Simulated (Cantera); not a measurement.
Thermodynamics of silicon oxide and oxynitride deposition, feed SiF₄ + NO + N₂

Input: 1 mol SiF₄, 13 mol NO, a varied amount of N₂, held at 675 °C and 1.10 mbar.

Cantera equilibrium calculation (NASA polynomials, part measured and part estimated; ideal gas, pure solids and liquids). Candidate condensed phases: Si, SiO₂, Si₂N₂O, Si₃N₄; 28 gas species. Rates play no part.

From 5.4 mol N₂ to 100 mol N₂ nothing is condensed. The main Si-bearing gas is SiF₄ throughout.

```
n(N₂) (mol)  log p N₂  log p O₂  log p SiF₄  log p NO  log p NO₂
-----------  --------  --------  ----------  --------  ---------
5.4             -3.17     -3.43       -4.25     -7.68     -10.16
6.9             -3.15     -3.47       -4.28     -7.68     -10.18
8.8             -3.13     -3.50       -4.32     -7.69     -10.21
11              -3.11     -3.54       -4.36     -7.70     -10.24
14              -3.09     -3.59       -4.41     -7.72     -10.28
18              -3.07     -3.65       -4.46     -7.74     -10.33
23              -3.06     -3.71       -4.53     -7.76     -10.38
30              -3.04     -3.79       -4.60     -7.79     -10.45
38              -3.03     -3.86       -4.67     -7.82     -10.51
49              -3.01     -3.95       -4.76     -7.86     -10.59
63              -3.00     -4.03       -4.85     -7.89     -10.67
80              -2.99     -4.12       -4.93     -7.93     -10.75
100             -2.99     -4.20       -5.02     -7.97     -10.84
```
log p: log10 of the partial pressure in bar; nothing condenses.
